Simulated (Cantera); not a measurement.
An isothermal, constant-pressure homogeneous reactor starts with 0.948 % CH3OH, 4.27 % O2, 94.8 % N2, at 1325 K and 3.90 bar.

Cantera simulation using GRI-Mech 3.0 (53 species, 325 reactions); the numbers are that mechanism's predictions, not measurements. GRI-Mech 3.0 was tuned for natural gas; its chemistry of methanol as a main component is partial and can be far from experiment.

Problem. Predict: x(O2) at 1.00 s; x(NO) at 1.00 s; x(O) at 1.00 s; x(CO2) at 1.00 s.

Solution. 
```json
{
 "x(O2) at 1.00 s": "0.0283 (gas-phase equilibrium 0.0282)",
 "x(NO) at 1.00 s": "2.21e-7 (gas-phase equilibrium 0.000187)",
 "x(O) at 1.00 s": "2.36e-8 (gas-phase equilibrium 2.36e-8)",
 "x(CO2) at 1.00 s": "0.00943 (gas-phase equilibrium 0.00943)"
}
```
